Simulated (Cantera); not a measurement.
# Ignition delay

Mixture: 33.5 % H₂, 14.0 % O₂, 52.6 % N₂, equivalence ratio 1.2, at 21800 Torr, adiabatic and at constant pressure. Ignition delay is the time to a rise of 400 K.

Model: the H2/O2 subset of GRI-Mech 3.0, which has no nitrogen chemistry, integrated in Cantera. The hydrogen kinetics of GRI-Mech 3.0 are dated; newer H2 mechanisms differ, most at raised pressure. The pressure lies above the range GRI-Mech 3.0 was tuned for (to about 10 atm).

```tsv
T0 (K)	delay (ms)
1075	0.995
1150	0.251
1225	0.0691
1300	0.0189
1375	0.00456
1450	0.00128
1525	0.000654
1600	0.000433
1675	0.000321
```

```json
{
  "apparent activation energy between 1525 and 1675 K": "100 kJ/mol"
}
```
